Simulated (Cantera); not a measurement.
A closed system holds: 1 mol Ta₂O₅, 3000 mol H₂, 0.57 mol H₂O, equilibrated at 1048 K and 10.0 Torr.

Method: chemical equilibrium by Gibbs-energy minimisation in Cantera with the NASA 1993 tables (ideal gas, pure condensed phases). Candidate condensed phases: H₂O, Ta, Ta₂O₅; 12 gas species. Equilibrium is a limit: real reactors are often held back by kinetics, nucleation or transport.

Base state: H₂ 1.000, H₂O 0.000190 (mole fractions); condensed: Ta₂O₅(s).

### Question
What changes in the equilibrium state with this change: Ta₂O₅ replaced by FeS?

### Answer
| species | before | after |
|---|---|---|
| H₂ | 1.000 | 0.999 |
| H₂S | 0 | 0.000333 |
| H₂O | 0.000190 | 0.000190 |
| Ta₂O₅(s), mol | 1.00 | 0 |
| Fe(α), mol | 0 | 1.00 |
Further candidate phases: Fe, FeO, Fe(OH)₂, Fe(OH)₃, FeS, FeSO₄, FeS₂, Fe₂O₃, Fe₂(SO₄)₃, Fe₃O₄, H₂SO₄, S.
